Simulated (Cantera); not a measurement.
Standard-state values (1 bar) from the NASA 1993 polynomials, evaluated with Cantera. Values are per mole of reaction as written; species without (g) are pure solids or liquids, kept so even where they would boil at 1 bar.

Task: Between 300 and 1750 K, where is each reaction favourable under standard conditions?
- H2O2(g) ⇌ 2 H(g) + O2(g)

Result: 
- H2O2(g) ⇌ 2 H(g) + O2(g): ΔG° is 512 kJ at 300 K and 188 kJ at 1750 K; it stays positive (K < 1). ΔH° is 594 kJ and ΔS° 232 J/K at 1750 K.
